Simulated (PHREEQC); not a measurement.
A PHREEQC speciation (ion-association model, phreeqc.dat) at 20 °C gives pH 2.35 and these molalities:

```tsv
species	mol/kgw
HF	0.00842
H+	0.00477
H2PO4-	0.00324
H3PO4	0.00186
F-	0.00148
HF2-	4.60e-5
```

### Question
What are the element totals, and what could have been dissolved in 1 kg of water to give them?

### Answer
This is not unique; one that fits is totals F 0.0100, P 0.00510 mol/kgw, from 0.0051 mol/kgw H3PO4 and 0.01 mol/kgw HF.

No solid was allowed to form.
